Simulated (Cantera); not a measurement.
Charge: 1 mol NH3, 0.29 mol H2O, held at 18.0 mbar.

Method: chemical equilibrium by Gibbs-energy minimisation in Cantera with the NASA 1993 tables (ideal gas, pure condensed phases). Candidate condensed phases: H2O; 24 gas species. The numbers say what is thermodynamically allowed, not how fast it happens.

**Question.** At 2425 °C, list the 5 most abundant gas species with their mole fractions, and the condensed phases.

**Answer.** H2 0.432, H 0.276, N2 0.185, H2O 0.0860, OH 0.0141. Condensed: gas only.
